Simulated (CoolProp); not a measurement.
A simple Rankine cycle with R245ca: condensing at 321.15 K, boiler at 3.42 MPa, turbine inlet 449 K, turbine efficiency 0.6, pump efficiency 0.8, no recuperator. Each further row changes one setting.

Values from CoolProp's reference Helmholtz-energy equation of state, Zhou 2016.

| case | thermal efficiency (%) | net work (kJ/kg) | heat in (kJ/kg) | turbine exit temperature (K) | volume ratio over the turbine |
|---|---|---|---|---|---|
| as stated | 10.7 | 30.1 | 281 | 379.3 | 21.3 |
| condensing temperature 313.15 K | 11.5 | 33.5 | ? | ? | ? |
| boiler pressure 2.39 MPa | ? | ? | ? | 399.5 | 12.1 |
| turbine efficiency 0.5 | 8.8 | 24.6 | 281 | 384.4 | 21.6 |

Problem. What belongs in the gaps?

Solution. 
- condensing temperature 313.15 K, heat in (kJ/kg): 292
- condensing temperature 313.15 K, turbine exit temperature (K): 375.4
- condensing temperature 313.15 K, volume ratio over the turbine: 27.7
- boiler pressure 2.39 MPa, thermal efficiency (%): 9.9
- boiler pressure 2.39 MPa, net work (kJ/kg): 30.0
- boiler pressure 2.39 MPa, heat in (kJ/kg): 302
